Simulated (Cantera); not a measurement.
Input (Python, Cantera) and output of one run.

```python
import numpy as np
import cantera as ct

gas_names = """
    H HO2 H2 H2O H2O2 Hg O OH O2 O3
""".split()
cond_names = """
    H2O(s) H2O(L) Hg(cr) Hg(L) HgO(s)
""".split()


# ... load() reads the species with a 1 bar reference pressure and builds the phases ...
atoms = {
    'HgO': {'Hg': 1, 'O': 1},
    'O2': {'O': 2},
    'H2': {'H': 2},
}
top_T = {}  # K; cautious upper limits of use, not melting points


# ... equilibrate(T, P, feed) seeds the gas with the atoms and calls Mixture.equilibrate('TP', solver="vcs", rtol=1e-11, max_steps=5000) ...
results = []
feed = {'HgO': 1, 'O2': 0.51, 'H2': 0.72}  # mol
P = 660  # Pa
for T in [500, 600, 700, 800, 900, 1000, 1100, 1200, 1300, 1400, 1500, 1600]:
    mix = equilibrate(T, P, feed)
    results.append((T, P, feed, dict(zip(mix.species_names, mix.species_moles))))

top = {s: max(r[3][s] / sum(r[3][g] for g in gas_names) for r in results) for s in gas_names}
cols = sorted((s for s in top if top[s] > 1e-05), key=lambda s: -top[s])[:6]
seen = [c for c in cond_names if any(r[3].get(c, 0) > 1e-12 for r in results)]
print("log10 of partial pressures in bar; condensed amounts in mol")
print(f"{'T/K':>10s}" + "".join(f"{s[:9]:>10s}" for s in cols + seen))
for T, P, feed, n in results:
    ng = sum(n[g] for g in gas_names)
    print(f"{T:10.4g}" + "".join(f"{np.log10(max(n[s] / ng * P / 1e5, 1e-99)):10.3f}" for s in cols)
          + "".join(f"{n.get(c, 0):10.4g}" for c in seen))
```

Output:

```
log10 of partial pressures in bar; condensed amounts in mol
       T/K       H2O        Hg        O2        OH         O        H2    HgO(s)
       500    -2.284    -3.673    -2.925   -16.597   -24.398   -23.705    0.9706
       600    -2.698    -2.555    -2.742   -13.948   -19.941   -19.956         0
       700    -2.698    -2.555    -2.742   -11.936   -16.817   -16.907         0
       800    -2.698    -2.555    -2.742   -10.424   -14.469   -14.612         0
       900    -2.698    -2.555    -2.742    -9.247   -12.640   -12.822         0
      1000    -2.698    -2.555    -2.742    -8.305   -11.175   -11.385         0
      1100    -2.698    -2.555    -2.742    -7.533    -9.974   -10.207         0
      1200    -2.698    -2.555    -2.742    -6.889    -8.972    -9.223         0
      1300    -2.698    -2.555    -2.742    -6.344    -8.123    -8.388         0
      1400    -2.698    -2.555    -2.742    -5.877    -7.395    -7.672         0
      1500    -2.698    -2.555    -2.743    -5.472    -6.763    -7.050         0
      1600    -2.699    -2.555    -2.743    -5.118    -6.210    -6.506         0
```

Equilibrium computed with Cantera from the NASA thermochemical tables; the gas is ideal and each condensed phase is pure.
